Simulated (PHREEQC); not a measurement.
Solution (25 °C): 0.0053 mol NiCl2 and 0.00012 mol KCl per kg of water. Closed to the air; pH follows from the charge balance.

All values are PHREEQC results (ion-association model, wateq4f.dat), not measurements.

No solid was allowed to form.

Question: What pH does the model give?

Answer: pH 6.17.

Question: In which forms is Ni present?

Answer: Ni+2 98 %, NiCl+ 1.6 % of the Ni.
